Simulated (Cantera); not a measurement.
An isothermal, constant-pressure homogeneous reactor starts with C₂H₆ : H₂ = 1 : 8 (molar parts), at 1475 K and 0.00316 atm.

Model: GRI-Mech 3.0 (53 species, 325 reactions), integrated in Cantera. GRI-Mech 3.0 stops at C3 and has no aromatics, soot or wall deposition, so with more carbon than oxygen in the feed, carbon stays in small species such as C2H2 where larger ones or solid carbon would form. Radical loss at walls, strong at low pressure, is not modelled.

One state of this run: x C₂H₆ = 7.29e-6; x H₂ = 0.849; x CH₄ = 0.101; x CH₃ = 0.000278; x C₂H₂ = 0.0492; x CH₂ = 2.71e-8; x C₂H = 1.09e-8. x: mole fraction; the columns are a selection and need not sum to one.

Which value of t (s) does it belong to?
(A) 0.00153
(B) 0.0122
(C) 6.26
(D) 3.00e-6

C, 6.26
